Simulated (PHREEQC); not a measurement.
A solution holds 1.6 mmol/kgw NaH2PO4 and 0.54 mmol/kgw NaHCO3, at 25 °C. Closed to the air; pH follows from the charge balance.

The numbers come from PHREEQC with the ion-association model, phreeqc.dat.

```
Property                        Value
--------------------  ---------------
pH                               6.40
ionic strength        0.00239 mol/kgw
specific conductance        180 µS/cm
total alkalinity         0.540 meq/kg
```

| species | molality | activity | log γ |
|---|---|---|---|
| Na+ | 0.00214 | 0.00203 | -0.023 |
| H2PO4- | 0.00135 | 0.00128 | -0.023 |
| HCO3- | 0.000292 | 0.000277 | -0.023 |
| CO2 | 0.000248 | 0.000248 | 0.000 |
| HPO4-2 | 0.000247 | 0.000200 | -0.092 |
| NaHPO4- | 8.34e-7 | 7.91e-7 | -0.023 |
| H+ | 4.19e-7 | 3.98e-7 | -0.022 |
| NaHCO3 | 3.16e-7 | 3.16e-7 | 0.000 |
| H3PO4 | 7.51e-8 | 7.51e-8 | 0.000 |
| CO3-2 | 4.03e-8 | 3.26e-8 | -0.092 |
| OH- | 2.68e-8 | 2.54e-8 | -0.024 |
| NaCO3- | 1.30e-9 | 1.23e-9 | -0.023 |
| (CO2)2 | 1.13e-9 | 1.13e-9 | 0.000 |

No solid was allowed to form.
